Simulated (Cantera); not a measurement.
Input: 1 mol B₂H₆, a varied amount of H₂O, 57 mol N₂, 3.3 mol NH₃, held at 50.0 Pa.

Method: chemical equilibrium by Gibbs-energy minimisation in Cantera with the NASA 1993 tables (ideal gas, pure condensed phases). Candidate condensed phases: B, BN, B₂O₃, B₃O₃H₃, H₂O; 39 gas species. The feed counts by its element totals alone. Mutual solubility and eutectic melting of coexisting phases are not modelled. Equilibrium is a limit: real reactors are often held back by kinetics, nucleation or transport.

What condenses at these points (T in K, n(H₂O) in mol): (1298, 1.4); (998, 4.5); (1498, 3.5); (1398, 0.43); (998, 0.43); (1198, 4.5); (1398, 0.86)?


| T (K) | n(H₂O) in mol | condensed phases | B condensed (%) |
|---|---|---|---|
| 1298 | 1.4 | BN + B₂O₃ | 92.5 |
| 998 | 4.5 | B₂O₃ | 99.4 |
| 1498 | 3.5 | gas only | 0.0 |
| 1398 | 0.43 | BN | 85.9 |
| 998 | 0.43 | BN + B₂O₃ | 100.0 |
| 1198 | 4.5 | B₂O₃ | 82.3 |
| 1398 | 0.86 | BN | 72.2 |
